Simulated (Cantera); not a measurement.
An isothermal, constant-pressure homogeneous reactor starts with 1.96 % CH4, 98.0 % N2, at 1448 K and 0.240 bar.

Model: GRI-Mech 3.0 (53 species, 325 reactions), integrated in Cantera. GRI-Mech 3.0 stops at C3 and has no aromatics, soot or wall deposition, so with more carbon than oxygen in the feed, carbon stays in small species such as C2H2 where larger ones or solid carbon would form.

Task: Predict: x(CH4) at 1.00 s; x(H) at 1.00 s; x(C2H4) at 1.00 s; x(CH2) at 1.00 s; x(CH3) at 1.00 s; x(C2H2) at 1.00 s.

Result: 
```
Property                                             Result
-----------------  ----------------------------------------
x(CH4) at 1.00 s     0.0161 (gas-phase equilibrium 6.37e-5)
x(H) at 1.00 s      5.91e-7 (gas-phase equilibrium 3.21e-6)
x(C2H4) at 1.00 s  0.000288 (gas-phase equilibrium 4.32e-6)
x(CH2) at 1.00 s   3.16e-9 (gas-phase equilibrium 1.24e-11)
x(CH3) at 1.00 s    3.75e-5 (gas-phase equilibrium 1.43e-7)
x(C2H2) at 1.00 s   0.00138 (gas-phase equilibrium 0.00129)
```
